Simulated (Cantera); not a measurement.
Gas-phase reforming

An isothermal, constant-pressure homogeneous reactor starts with CH4 : H2O : H2 = 1 : 1.3 : 1.2 (molar parts), at 1525 K and 10.0 bar.

Detailed kinetics in Cantera: GRI-Mech 3.0 (53 species, 325 reactions).

| t (s) | x CH4 | x H2O | x H2 | x C2H | x HCO | x CH2O |
|---|---|---|---|---|---|---|
| 8.00e-5 | 0.286 | 0.371 | 0.343 | <1e-12 | 3.73e-12 | 7.50e-8 |
| 0.000360 | 0.285 | 0.371 | 0.343 | <1e-12 | 3.16e-11 | 5.66e-7 |
| 0.00162 | 0.283 | 0.371 | 0.345 | 2.64e-12 | 5.74e-11 | 9.59e-7 |
| 0.00727 | 0.273 | 0.369 | 0.352 | 3.93e-11 | 6.14e-11 | 9.45e-7 |
| 0.0327 | 0.243 | 0.361 | 0.378 | 2.05e-10 | 8.41e-11 | 8.80e-7 |
| 0.147 | 0.211 | 0.350 | 0.407 | 3.83e-10 | 2.42e-10 | 8.10e-7 |
| 0.660 | 0.204 | 0.331 | 0.427 | 3.15e-10 | 8.54e-10 | 7.11e-7 |
| 2.97 | 0.181 | 0.278 | 0.482 | 1.62e-10 | 2.84e-9 | 5.11e-7 |
| 13.3 | 0.128 | 0.196 | 0.578 | 4.35e-11 | 6.92e-9 | 3.77e-7 |
| 60.0 | 0.0641 | 0.119 | 0.677 | 6.27e-12 | 1.19e-8 | 4.29e-7 |
x: mole fraction; the columns are a selection and need not sum to one.

Equilibrium at this temperature and pressure: CH4 0.000506, H2O 0.0508, H2 0.767, C2H <1e-12, HCO 1.71e-8, CH2O 5.94e-7 (gas phase only).
